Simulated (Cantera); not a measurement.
An adiabatic, constant-volume homogeneous reactor starts with H2 : O2 : N2 : H2O = 1 : 0.893 : 3.36 : 0.17 (molar parts), at 1675 K and 5.00 bar. Integrator tolerance rtol = 1e-08.

Computed with Cantera and the H2/O2 subset of GRI-Mech 3.0, which has no nitrogen chemistry. The hydrogen kinetics of GRI-Mech 3.0 are dated; newer H2 mechanisms differ, most at raised pressure.

**Question.** What does this change do: pressure from 5.00 bar to 0.200 bar?

**Answer.** 
```tsv
quantity	before	after
time of steepest temperature rise	1.78 µs	40.0 µs
temperature at 1.00 s	2904 K	2668 K
equilibrium temperature	2904 K	2668 K
x(H2) at 1.00 s	0.00881 (gas-phase equilibrium 0.00881)	0.0166 (gas-phase equilibrium 0.0166)
x(O2) at 1.00 s	0.0728 (gas-phase equilibrium 0.0728)	0.0722 (gas-phase equilibrium 0.0722)
x(H2O) at 1.00 s	0.208 (gas-phase equilibrium 0.208)	0.190 (gas-phase equilibrium 0.190)
x(H) at 1.00 s	0.00389 (gas-phase equilibrium 0.00389)	0.0120 (gas-phase equilibrium 0.0120)
x(OH) at 1.00 s	0.0282 (gas-phase equilibrium 0.0282)	0.0339 (gas-phase equilibrium 0.0339)
x(HO2) at 1.00 s	3.88e-5 (gas-phase equilibrium 3.88e-5)	9.86e-6 (gas-phase equilibrium 9.86e-6)
x(H2O2) at 1.00 s	2.38e-6 (gas-phase equilibrium 2.38e-6)	2.77e-7 (gas-phase equilibrium 2.77e-7)
```

**Question.** What does this change do: pressure from 5.00 bar to 1.50 bar?

**Answer.** 
```csv
quantity,before,after
time of steepest temperature rise,1.78 µs,5.89 µs
temperature at 1.00 s,2904 K,2822 K
equilibrium temperature,2904 K,2822 K
x(H2) at 1.00 s,0.00881 (gas-phase equilibrium 0.00881),0.0117 (gas-phase equilibrium 0.0117)
x(O2) at 1.00 s,0.0728 (gas-phase equilibrium 0.0728),0.0724 (gas-phase equilibrium 0.0724)
x(H2O) at 1.00 s,0.208 (gas-phase equilibrium 0.208),0.202 (gas-phase equilibrium 0.202)
x(H) at 1.00 s,0.00389 (gas-phase equilibrium 0.00389),0.00628 (gas-phase equilibrium 0.00628)
x(OH) at 1.00 s,0.0282 (gas-phase equilibrium 0.0282),0.0311 (gas-phase equilibrium 0.0311)
x(HO2) at 1.00 s,3.88e-5 (gas-phase equilibrium 3.88e-5),2.38e-5 (gas-phase equilibrium 2.38e-5)
x(H2O2) at 1.00 s,2.38e-6 (gas-phase equilibrium 2.38e-6),1.08e-6 (gas-phase equilibrium 1.08e-6)
```
